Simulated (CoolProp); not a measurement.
Model: reference Helmholtz-energy equation of state, Lemmon 2006, in CoolProp. It is a short technical equation, of lower accuracy than the large ones.

Problem. For R141b, give the phase and the Joule-Thomson coefficient (K/MPa), viscosity (µPa s), Prandtl number at 226.85 °C and 0.454 bar; 226.85 °C and 1.63 bar.

Solution. 
- 226.85 °C and 0.454 bar: gas; Joule-Thomson coefficient 7.96, viscosity 15.5, Prandtl number 0.528
- 226.85 °C and 1.63 bar: gas; Joule-Thomson coefficient 8.05, viscosity 15.5, Prandtl number 0.529

Viscosity comes from a separate model (Huber 2003), an estimate that may be off by 10 % or more. Thermal conductivity comes from a separate model (Huber 2003), an estimate that may be off by 10 % or more.
